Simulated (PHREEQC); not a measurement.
Make-up at 25 °C: 0.0032 mol/kgw HNO3, 0.0013 mol/kgw K2SO4 and 6.1e-05 mol/kgw H3BO3. Closed to the air; pH follows from the charge balance.

Equilibrium calculation in PHREEQC: ion-association model, phreeqc.dat.

**Question.** The ionic strength comes out as 0.00663 mol/kgw. What activity coefficients do KSO4-, NO3-, HSO4-, K+, SO4-2 get?

**Answer.** KSO4- 0.92, NO3- 0.92, HSO4- 0.92, K+ 0.92, SO4-2 0.71.

Precipitation was switched off in this run.
